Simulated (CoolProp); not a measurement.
Nitrogen at 298.15 K and 0.313 MPa flows at 18 m/s in a round tube of 2 mm bore and 1.5 µm roughness, fully developed (64/Re and Nu = 3.66 if laminar; Colebrook and Gnielinski if turbulent). Each further row changes one setting.

Computed with CoolProp (reference Helmholtz-energy equation of state, Span 2000).

| case | Reynolds number | Darcy friction factor | pressure drop (Pa/m) | heat-transfer coefficient (W/(m² K)) | mass flow (kg/h) |
|---|---|---|---|---|---|
| as stated | 7140 | 0.0348 | 9970 | 298 | ___ |
| velocity 36 m/s | 14300 | 0.0295 | ___ | ___ | ___ |
| diameter 4 mm | 14300 | 0.0288 | ___ | 263 | 2.88 |

Problem. Complete the blanks.

Solution. 
- as stated, mass flow (kg/h): 0.720
- velocity 36 m/s, pressure drop (Pa/m): 33800
- velocity 36 m/s, heat-transfer coefficient (W/(m² K)): 538
- velocity 36 m/s, mass flow (kg/h): 1.44
- diameter 4 mm, pressure drop (Pa/m): 4130

Viscosity comes from a separate model (Lemmon 2004). Thermal conductivity comes from a separate model (Lemmon 2004).
